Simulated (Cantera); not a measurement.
Cu + F2 + N2 (aluminium and copper etching)

Feed: 1 mol Cu, 6.8 mol F2, 2.3 mol N2, held at 3.00 mbar.

Cantera equilibrium calculation (NASA polynomials, part measured and part estimated; ideal gas, pure solids and liquids). Candidate condensed phases: Cu, CuF2; 11 gas species. The numbers say what is thermodynamically allowed, not how fast it happens.

| T (K) | x NF3 | x F | x F2 | x N2 | x CuF2 | x CuF | x NF2 | n CuF2(s) |
|---|---|---|---|---|---|---|---|---|
| 500 | 0.907 | 7.08e-6 | 0.00497 | 0.0880 | <1e-12 | <1e-12 | 5.44e-11 | 1.00 |
| 600 | 0.743 | 0.000934 | 0.133 | 0.123 | 3.48e-12 | <1e-12 | 6.70e-9 | 1.00 |
| 700 | 0.198 | 0.0194 | 0.544 | 0.238 | 6.63e-9 | <1e-12 | 1.01e-7 | 1.00 |
| 800 | 0.0146 | 0.118 | 0.603 | 0.264 | 1.80e-6 | <1e-12 | 2.46e-7 | 1.000 |
| 900 | 0.000819 | 0.375 | 0.394 | 0.231 | 0.000133 | <1e-12 | 2.67e-7 | 0.999 |
| 1000 | 2.76e-5 | 0.669 | 0.139 | 0.188 | 0.00400 | 1.50e-11 | 1.35e-7 | 0.951 |
| 1100 | 5.84e-7 | 0.749 | 0.0288 | 0.160 | 0.0623 | 8.28e-9 | 3.76e-8 | 0.103 |
| 1200 | 2.03e-8 | 0.770 | 0.00673 | 0.155 | 0.0676 | 1.87e-7 | 1.19e-8 | 0 |
| 1300 | 1.14e-9 | 0.776 | 0.00190 | 0.155 | 0.0672 | 2.49e-6 | 4.40e-9 | 0 |
| 1400 | 9.60e-11 | 0.778 | 0.000635 | 0.154 | 0.0671 | 2.30e-5 | 1.85e-9 | 0 |
x: gas mole fraction; n: condensed amount in mol.

From 500 K to 1100 K the condensed part is CuF2(s). From 1200 K to 1400 K nothing is condensed.
